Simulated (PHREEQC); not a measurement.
1 kg of water holding 0.16 mol NaCl and 0.26 mol KCl is evaporated at 40 °C; the solids stay in contact with the brine. The system is closed to CO2. Only these solids could form: Halite, Sylvite.

The series has 28 steps of water left (kg), from 1 to 0.005012.

The numbers come from PHREEQC with the Pitzer model, pitzer.dat.

**Question.** Which solids form, in which order, and at which step of the series does each first stand?

**Answer.** Sylvite from water left = 0.06418 kg; Halite from water left = 0.0293 kg.

Away from 25 °C the constants follow the database's enthalpies or fits; those with neither stay at their 25 °C values.
